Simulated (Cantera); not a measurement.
Input: 1 mol CS2, 0.35 mol O2, held at 578 Torr.

Method: chemical equilibrium by Gibbs-energy minimisation in Cantera with the NASA 1993 tables (ideal gas, pure condensed phases). Candidate condensed phases: C, S; 22 gas species. The numbers say what is thermodynamically allowed, not how fast it happens. All values below are at 1200 °C.

Base state: S2 0.402, CO 0.386, CS2 0.180, COS 0.0295, CO2 0.00115, CS 7.11e-5, S 2.14e-5 (mole fractions); condensed: gas only.

**Question.** What changes in the equilibrium state with this change: O2 from 0.35 to 0.072 mol?

**Answer.** 
```csv
species,before,after
CS2,0.180,0.734
S2,0.402,0.139
CO,0.386,0.121
COS,0.0295,0.00543
CO2,0.00115,9.50e-6
CS,7.11e-5,0.000492
S,2.14e-5,1.26e-5
"C(graphite), mol",0,0.0176
```
